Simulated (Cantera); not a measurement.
Input: 1 mol Si₃N₄, 27 mol HF, at 875 K and 0.0550 bar.

Equilibrium computed with Cantera from the NASA thermochemical tables; the gas is ideal and each condensed phase is pure. Candidate condensed phases: Si, Si₃N₄; 37 gas species. Equilibrium is a limit: real reactors are often held back by kinetics, nucleation or transport.

Base state: HF 0.577, H₂ 0.231, SiF₄ 0.115, N₂ 0.0769 (mole fractions); condensed: gas only.

Problem. What changes in the equilibrium state with this change: temperature from 875 K to 2025 K?

Solution. 
| species | before | after |
|---|---|---|
| HF | 0.577 | 0.590 |
| H₂ | 0.231 | 0.216 |
| SiF₄ | 0.115 | 0.0951 |
| SiF₃ | <1e-9 | 0.0177 |
| N₂ | 0.0769 | 0.0760 |
| H | <1e-9 | 0.00381 |
| SiF₂ | <1e-9 | 0.000950 |
The tables' values for SiF₃, SiF₂ are old estimates; treat these amounts as uncertain.
